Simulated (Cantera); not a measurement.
An isothermal, constant-pressure homogeneous reactor starts with 18.9 % C₂H₆, 81.1 % N₂, at 1375 K and 4.13 Torr.

Computed with Cantera and GRI-Mech 3.0 (53 species, 325 reactions). GRI-Mech 3.0 stops at C3 and has no aromatics, soot or wall deposition, so with more carbon than oxygen in the feed, carbon stays in small species such as C2H2 where larger ones or solid carbon would form. Radical loss at walls, strong at low pressure, is not modelled.

### Question
Predict: x(C₂H₆) at 20.0 s; x(CH₃) at 20.0 s; x(CH₂) at 20.0 s; x(H) at 20.0 s; x(H₂) at 20.0 s; x(C₂H₂) at 20.0 s; x(CH₄) at 20.0 s.

### Answer
```json
{
 "x(C₂H₆) at 20.0 s": "4.26e-6 (gas-phase equilibrium 5.37e-9)",
 "x(CH₃) at 20.0 s": "5.28e-5 (gas-phase equilibrium 1.53e-6)",
 "x(CH₂) at 20.0 s": "1.52e-9 (gas-phase equilibrium 9.44e-11)",
 "x(H) at 20.0 s": "8.37e-6 (gas-phase equilibrium 2.43e-5)",
 "x(H₂) at 20.0 s": "0.197 (gas-phase equilibrium 0.273)",
 "x(C₂H₂) at 20.0 s": "0.114 (gas-phase equilibrium 0.0885)",
 "x(CH₄) at 20.0 s": "0.0625 (gas-phase equilibrium 0.000860)"
}
```
